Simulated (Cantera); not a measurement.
**Catalytic stagnation flow on Pt**

A jet of 1.30 % CH₄, 19.9 % O₂, 78.8 % N₂, equivalence ratio 0.13 at 300 K and 0.0510 bar hits a platinum plate 8.8 cm away at a mass flux of 0.13 kg/m²/s; the plate temperature is set and raised in steps from an oxygen-covered start.

Detailed kinetics in Cantera: Deutschmann's 1995 Pt surface mechanism with GRI-Mech 3.0 gas chemistry. Catalytic surfaces can have several steady states; this one follows from the mechanism file's or the stated starting coverage.

```csv
plate T (K),wall x CH₄,wall x O₂,wall x H₂O,wall x OH,wall x CO,wall x CO₂,θ free Pt,θ O*
850,0.0116,0.196,0.00257,<1e-8,3.04e-6,0.00168,0.139,0.861
900,0.0103,0.194,0.00502,1.95e-8,3.85e-6,0.00329,0.199,0.801
950,0.00871,0.190,0.00791,6.72e-8,4.50e-6,0.00520,0.264,0.736
1000,0.00719,0.187,0.0107,1.93e-7,5.02e-6,0.00704,0.332,0.668
1050,0.00590,0.184,0.0131,4.85e-7,5.46e-6,0.00860,0.399,0.600
1100,0.00487,0.182,0.0149,1.09e-6,5.91e-6,0.00984,0.466,0.534
1150,0.00408,0.181,0.0163,2.25e-6,6.44e-6,0.0108,0.529,0.470
1200,0.00347,0.179,0.0174,4.28e-6,7.11e-6,0.0115,0.590,0.410
```
x: mole fraction at the wall; θ: surface coverage.
